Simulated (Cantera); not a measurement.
Charge: 1 mol CuO, 0.69 mol CH4, 11 mol N2, equilibrated at 1448.15 K and 7.50 Torr.

Equilibrium computed with Cantera from the NASA thermochemical tables; the gas is ideal and each condensed phase is pure. Candidate condensed phases: C, C6H6, C7H8, C8H18, Cu, CuO, Cu(OH)2, Cu2O, H2O; 139 gas species. Rates play no part.

Q: What is the equilibrium state?

A: 
| Quantity | Value |
|---|---|
| x(N2) | 0.841 |
| x(H2) | 0.0863 |
| x(CO) | 0.0483 |
| x(H2O) | 0.0192 |
| x(CO2) | 0.00452 |
| x(Cu) | 0.000333 |
| x(H) | 2.71e-5 |
| n(Cu(l)) | 0.996 mol |
| gas amount | 13.07 mol |
| log10 activity of C(graphite) (absent) | -5.26 |
| log10 activity of Cu(OH)2(s) (absent) | -13.08 |
